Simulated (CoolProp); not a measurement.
Vapour-liquid equilibrium of dimethyl ether (1) + R236FA (2) at 218 K; x and y are mole fractions of (1).

Computed with CoolProp (multi-fluid Helmholtz-energy mixture model, Wu 2011 and Pan 2012; pair parameters Bell 2016).

| x | bubble pressure, mixture model (MPa) | bubble pressure, Raoult's law (MPa) | y, mixture model | y, Raoult's law |
|---|---|---|---|---|
| 0.05 | 0.005522 | 0.006212 | 0.073 | 0.175 |
| 0.15 | ? | 0.007849 | 0.236 | 0.416 |
| 0.25 | 0.006525 | 0.009485 | 0.412 | 0.574 |
| 0.35 | ? | 0.01112 | 0.582 | 0.685 |
| 0.45 | 0.008848 | 0.01276 | 0.727 | 0.768 |
| 0.55 | 0.01067 | 0.01440 | ? | 0.831 |
| 0.65 | 0.01293 | 0.01603 | ? | 0.882 |
| 0.75 | 0.01549 | 0.01767 | 0.956 | 0.924 |
| 0.85 | 0.01816 | 0.01931 | 0.982 | 0.958 |
| 0.95 | ? | 0.02094 | 0.996 | 0.987 |

Q: Some entries are withheld; supply them.

A: 
- 0.15, bubble pressure, mixture model (MPa): 0.005904
- 0.35, bubble pressure, mixture model (MPa): 0.007480
- 0.55, y, mixture model: 0.836
- 0.65, y, mixture model: 0.910
- 0.95, bubble pressure, mixture model (MPa): 0.02066

The largest gap from Raoult's law is -32.7 % in bubble pressure, at x = 0.35. No azeotrope shows between x = 0.05 and 0.95.

Pair parameters are fitted to limited data, so mixtures are less certain than the pure fluids.
